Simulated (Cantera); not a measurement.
A Cantera script and what it prints.

```python
import numpy as np
import cantera as ct

gas_names = """
    Pb H2O2 H2O
""".split()
cond_names = """
    PbO(rd) PbO(yw) PbO(L)
""".split()


# ... load() reads the species with a 1 bar reference pressure and builds the phases ...
species = {s.name: s for s in load("nasa_gas.yaml", gas_names) + load("nasa_condensed.yaml", cond_names)}
# Each term lists the table entries of one substance; the one whose range holds T is used.
reactions = {
    'Pb(g) + H2O2(g) = PbO + H2O(g)':
        [(-1, ['Pb']), (-1, ['H2O2']), (1, ['PbO(rd)', 'PbO(yw)', 'PbO(L)']), (1, ['H2O'])],
}


def pick(names, T):
    return next(species[n] for n in names if species[n].thermo.min_temp <= T <= species[n].thermo.max_temp)


results = []
for label, terms in reactions.items():
    print(label)
    print("     T/K   dH/kJ  dS/(J/K)   dG/kJ   log10 K")
    for T in [1723, 1823, 1923, 2023, 2123, 2223, 2323, 2423]:
        used = [(nu, pick(names, T)) for nu, names in terms]
        dH = sum(nu * s.thermo.h(T) for nu, s in used) / 1e6
        dS = sum(nu * s.thermo.s(T) for nu, s in used) / 1e3
        dG = dH - T * dS / 1e3
        logK = -dG * 1e6 / (ct.gas_constant * T * np.log(10))
        results.append((label, T, dH, dS, dG, logK, [s.name for _, s in used]))
        print(f"{T:8g} {dH:8.1f} {dS:8.1f} {dG:8.1f} {logK:8.2f}")
```

It prints:

```
Pb(g) + H2O2(g) = PbO + H2O(g)
     T/K   dH/kJ  dS/(J/K)   dG/kJ   log10 K
    1723   -468.0   -101.2   -293.7     8.90
    1823   -466.1   -100.1   -283.7     8.13
    1923   -464.2    -99.1   -273.7     7.43
    2023   -462.4    -98.1   -263.9     6.81
    2123   -460.7    -97.3   -254.1     6.25
    2223   -459.0    -96.6   -244.4     5.74
    2323   -457.5    -95.9   -234.8     5.28
    2423   -456.0    -95.3   -225.2     4.86
```

Standard-state values (1 bar) from the NASA 1993 polynomials, evaluated with Cantera. Condensed species are held in their standard states even where they would react or evaporate.
